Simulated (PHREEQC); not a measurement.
A PHREEQC input (ion-association model, phreeqc.dat):

```
SOLUTION 1
  temp 20
  units mg/L
  pH 7.24
  pe 1.6
  Na 130
  K 9.23
  Ca 104
  Mg 6.28
  Cl 33.7
  S(6) 262 as SO4
  Alkalinity 311 as HCO3
  Ba 0.713
END
USE solution 1
EQUILIBRIUM_PHASES 1
  Gypsu 0 0
  CO2(g) -2 10
END
```

It stops with these messages:

```
ERROR: Phase not found in database, Gypsu.
ERROR: Calculations terminating due to input errors.
```

The fault: the phase Gypsum misspelt. The line should read `Gypsum` where the input has `Gypsu`. With the mend the run ends at pH 7.43 and ionic strength 0.0154 mol/kgw.
